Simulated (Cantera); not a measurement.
Oxide etching and cleaning by halides: TiO2 + HCl + O2

Input: 1 mol TiO2, 2.5 mol HCl, 0.96 mol O2, at 1973 K.

Method: chemical equilibrium by Gibbs-energy minimisation in Cantera with the NASA 1993 tables (ideal gas, pure condensed phases). Candidate condensed phases: H2O, Ti, TiCl2, TiCl3, TiCl4, TiO, TiO2, Ti2O3, Ti3O5, Ti4O7; 23 gas species. Gases not in the tables: TiO(OH)2. Equilibrium is a limit: real reactors are often held back by kinetics, nucleation or transport.

```csv
P (Pa),x HCl,x Cl,x O2,x H2O,x H,x O,x OH,x H2,x Cl2,x TiO2,n TiO2(rutile)
1,0.190,0.381,0.117,0.117,0.0679,0.0587,0.0297,0.0253,3.29e-6,0.0131,0.943
10,0.306,0.334,0.154,0.143,0.0125,0.0213,0.0198,0.00852,2.53e-5,0.00131,0.995
100,0.397,0.270,0.184,0.127,0.00200,0.00735,0.0110,0.00219,0.000165,0.000131,0.999
1000,0.473,0.208,0.207,0.102,0.000309,0.00247,0.00569,0.000524,0.000982,1.31e-5,1.000
10000,0.533,0.152,0.225,0.0799,4.77e-5,0.000814,0.00290,0.000125,0.00524,1.31e-6,1.000
100000,0.569,0.0983,0.237,0.0707,7.88e-6,0.000264,0.00155,3.41e-5,0.0219,1.31e-7,1.000
```
x: gas mole fraction; n: condensed amount in mol.

From 1.00 Pa to 1.00 bar the condensed part is TiO2(rutile).
